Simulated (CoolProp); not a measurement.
Vapour-liquid equilibrium of R143a (1) + isobutene (2) at 3.34 bar; x and y are mole fractions of (1).

Values from CoolProp's multi-fluid Helmholtz-energy mixture model, Lemmon and Jacobsen 2000 and Lemmon 2005; pair parameters Bell 2016.

| x | bubble temperature, mixture model (K) | bubble temperature, Raoult's law (K) | y, mixture model | y, Raoult's law |
|---|---|---|---|---|
| 0.05 | 290.8 | 296.3 | 0.288 | 0.180 |
| 0.125 | 280.5 | 290.0 | 0.516 | 0.380 |
| 0.2 | 274.1 | 284.7 | 0.633 | 0.524 |
| 0.275 | 269.9 | 280.2 | 0.701 | 0.631 |
| 0.35 | 267.0 | 276.2 | 0.747 | 0.713 |
| 0.425 | 264.8 | 272.7 | 0.781 | 0.776 |
| 0.5 | 263.0 | 269.5 | 0.809 | 0.827 |
| 0.575 | 261.5 | 266.7 | 0.834 | 0.868 |
| 0.65 | 260.1 | 264.1 | 0.858 | 0.902 |
| 0.725 | 258.9 | 261.8 | 0.883 | 0.930 |
| 0.8 | 257.7 | 259.7 | 0.909 | 0.953 |
| 0.875 | 256.5 | 257.7 | 0.939 | 0.973 |
| 0.95 | 255.4 | 255.9 | 0.974 | 0.990 |

The largest gap from Raoult's law is -10.6 K in bubble temperature, at x = 0.2. No azeotrope shows between x = 0.05 and 0.95.

The pair parameters rest on a limited set of measurements; away from them the model extrapolates.
